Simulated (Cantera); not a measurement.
Input: 1 mol TiO₂, 0.58 mol MgCl₂, 0.27 mol O₂, at 1852 °C and 1 atm.

These are equilibrium values from Cantera (NASA tables, ideal gas, pure condensed phases), not measurements of a reactor. Mutual solubility and eutectic melting of coexisting phases are not modelled. Condensed phases not in the tables: alloys, solid solutions and most ternary compounds. Rates play no part.

```csv
species,before,after
MgCl₂,0.321,0.627
Cl,0.406,0.285
Cl₂,0.125,0.0615
O₂,0.141,0.0177
TiCl₄,0.00389,0.00634
ClO,0.00212,0.000527
O,0.000616,0.000218
MgCl,4.08e-6,1.14e-5
TiCl₃,0.000150,0.000348
TiOCl₂,0.000922,0.00108
"MgTi₂O₅(l), mol",0.298,0.491
"TiO₂(rutile), mol",0.400,0
```
Gas species are given as mole fractions.

**Question.** Which change was made?
(A) O₂ from 0.27 to 2.1 mol
(B) temperature from 1852 °C to 577 °C
(C) temperature from 1852 °C to 900 °C
(D) MgCl₂ from 0.58 to 1.9 mol

**Answer.** D, MgCl₂ from 0.58 to 1.9 mol
